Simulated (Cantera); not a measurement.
An isothermal, constant-pressure homogeneous reactor starts with 0.781 % CH3OH, 0.415 % O2, 98.8 % N2, at 925 K and 7500 Torr.

Computed with Cantera and GRI-Mech 3.0 (53 species, 325 reactions). GRI-Mech 3.0 was tuned for natural gas; its chemistry of methanol as a main component is partial and can be far from experiment. Below about 1000 K GRI-Mech 3.0 lacks low-temperature oxidation paths.

x: mole fraction; the columns are a selection and need not sum to one.

```json
[
 {"t (s)": "2.00e-5", "x CH3OH": "0.00781", "x O2": "0.00415", "x C2H4": "<1e-12", "x C2H": "<1e-12", "x CH2CO": "<1e-12", "x C2H2": "<1e-12", "x C2H6": "<1e-12"},
 {"t (s)": "0.000111", "x CH3OH": "0.00781", "x O2": "0.00415", "x C2H4": "<1e-12", "x C2H": "<1e-12", "x CH2CO": "<1e-12", "x C2H2": "<1e-12", "x C2H6": "<1e-12"},
 {"t (s)": "0.000616", "x CH3OH": "0.00781", "x O2": "0.00415", "x C2H4": "<1e-12", "x C2H": "<1e-12", "x CH2CO": "<1e-12", "x C2H2": "<1e-12", "x C2H6": "<1e-12"},
 {"t (s)": "0.00342", "x CH3OH": "0.00781", "x O2": "0.00415", "x C2H4": "<1e-12", "x C2H": "<1e-12", "x CH2CO": "<1e-12", "x C2H2": "<1e-12", "x C2H6": "<1e-12"},
 {"t (s)": "0.0190", "x CH3OH": "0.00781", "x O2": "0.00415", "x C2H4": "<1e-12", "x C2H": "<1e-12", "x CH2CO": "<1e-12", "x C2H2": "<1e-12", "x C2H6": "<1e-12"},
 {"t (s)": "0.105", "x CH3OH": "0.00781", "x O2": "0.00415", "x C2H4": "<1e-12", "x C2H": "<1e-12", "x CH2CO": "<1e-12", "x C2H2": "<1e-12", "x C2H6": "<1e-12"},
 {"t (s)": "0.585", "x CH3OH": "0.00781", "x O2": "0.00415", "x C2H4": "<1e-12", "x C2H": "<1e-12", "x CH2CO": "<1e-12", "x C2H2": "<1e-12", "x C2H6": "<1e-12"},
 {"t (s)": "3.25", "x CH3OH": "?", "x O2": "?", "x C2H4": "?", "x C2H": "<1e-12", "x CH2CO": "?", "x C2H2": "3.26e-10", "x C2H6": "?"},
 {"t (s)": "18.0", "x CH3OH": "1.41e-6", "x O2": "2.97e-8", "x C2H4": "1.85e-7", "x C2H": "<1e-12", "x CH2CO": "1.50e-7", "x C2H2": "4.68e-10", "x C2H6": "2.63e-7"},
 {"t (s)": "100", "x CH3OH": "?", "x O2": "?", "x C2H4": "?", "x C2H": "<1e-12", "x CH2CO": "?", "x C2H2": "8.11e-10", "x C2H6": "?"}
]
```

Complete the blanks.


- 3.25, x CH3OH: 5.98e-6
- 3.25, x O2: 5.99e-8
- 3.25, x C2H4: 1.21e-7
- 3.25, x CH2CO: 4.29e-7
- 3.25, x C2H6: 3.27e-7
- 100, x CH3OH: 4.16e-8
- 100, x O2: 8.03e-9
- 100, x C2H4: 2.36e-7
- 100, x CH2CO: 1.18e-8
- 100, x C2H6: 2.10e-7
